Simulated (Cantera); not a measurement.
# C3H6 + H2 + NH3 (carbon deposition, reforming and gasification)

Feed: 1 mol C3H6, 0.94 mol H2, 2.6 mol NH3, equilibrated at 1150 K.

Cantera equilibrium calculation (NASA polynomials, part measured and part estimated; ideal gas, pure solids and liquids). Candidate condensed phases: C, C6H6, C7H8, C8H18; 92 gas species. The ideal-gas law is rough above about 30 bar. Rates play no part.

From 10.0 Pa to 100 bar the condensed part is C(graphite). The main C-bearing gas is HCN at 10.0 Pa and CH4 at 100 bar.

```tsv
P (Pa)	x H2	x CH4	x N2	x NH3	n C(graphite)
10	0.858	1.72e-6	0.142	7.30e-9	3.00
72	0.858	1.24e-5	0.142	5.26e-8	3.00
520	0.858	8.95e-5	0.142	3.80e-7	3.00
3700	0.857	0.000636	0.142	2.70e-6	2.99
27000	0.853	0.00459	0.143	1.96e-5	2.96
190000	0.823	0.0301	0.146	0.000132	2.73
1400000	0.683	0.153	0.164	0.000779	1.79
10000000	0.409	0.391	0.197	0.00283	0.433
```
x: gas mole fraction; n: condensed amount in mol.
